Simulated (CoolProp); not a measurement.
Vapour-liquid equilibrium of R152A (1) + n-butane (2) at 3.96 bar; x and y are mole fractions of (1).

Computed with CoolProp (multi-fluid Helmholtz-energy mixture model, Outcalt 1996 and Bücker 2006; pair parameters Bell 2016).

```tsv
x	bubble temperature, mixture model (K)	bubble temperature, Raoult's law (K)	y, mixture model	y, Raoult's law
0.05	305.3	312.3	0.252	0.112
0.2	291.8	306.0	0.548	0.377
0.35	287.2	300.7	0.643	0.568
0.5	285.2	296.2	0.694	0.711
0.65	284.1	292.3	0.741	0.821
0.8	283.5	288.9	0.807	0.909
0.95	284.2	285.9	0.931	0.979
```

The largest gap from Raoult's law is -14.2 K in bubble temperature, at x = 0.2. y crosses x between x = 0.8 and 0.95: the model has an azeotrope there.

The pair parameters rest on a limited set of measurements; away from them the model extrapolates. With so large a gap from Raoult's law the liquid may split in two, which this calculation doesn't test in full.
